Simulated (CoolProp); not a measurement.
1,2-dichloroethane along the isobar 17.2 MPa: density (kg/m³) from the reference equation and from simpler models built on Tc = 561.6 K, pc = 5.226 MPa, ω = 0.269; each cubic takes its own stable root.

Model: reference Helmholtz-energy equation of state, Thol 2015, in CoolProp.

```json
[
 {"T (K)": "338.9", "phase": "liquid", "reference": "1206", "van der Waals": "721.8", "Soave-Redlich-Kwong": "1062", "Peng-Robinson": "1193"},
 {"T (K)": "361.9", "phase": "liquid", "reference": "1173", "van der Waals": "708.3", "Soave-Redlich-Kwong": "1036", "Peng-Robinson": "1166"},
 {"T (K)": "384.9", "phase": "liquid", "reference": "1140", "van der Waals": "(withheld)", "Soave-Redlich-Kwong": "1009", "Peng-Robinson": "1136"},
 {"T (K)": "407.9", "phase": "liquid", "reference": "1105", "van der Waals": "680.3", "Soave-Redlich-Kwong": "(withheld)", "Peng-Robinson": "1103"},
 {"T (K)": "431", "phase": "liquid", "reference": "(withheld)", "van der Waals": "665.5", "Soave-Redlich-Kwong": "948.6", "Peng-Robinson": "1068"},
 {"T (K)": "454", "phase": "liquid", "reference": "1031", "van der Waals": "650.2", "Soave-Redlich-Kwong": "914.8", "Peng-Robinson": "1030"},
 {"T (K)": "477", "phase": "liquid", "reference": "(withheld)", "van der Waals": "634.5", "Soave-Redlich-Kwong": "878.4", "Peng-Robinson": "987.7"},
 {"T (K)": "500", "phase": "liquid", "reference": "(withheld)", "van der Waals": "618.1", "Soave-Redlich-Kwong": "839.1", "Peng-Robinson": "942.2"}
]
```

Problem. Some entries are withheld; supply them.

Solution. 
- 384.9, van der Waals: 694.5
- 407.9, Soave-Redlich-Kwong: 980.2
- 431, reference: 1069
- 477, reference: 992.4
- 500, reference: 951.5
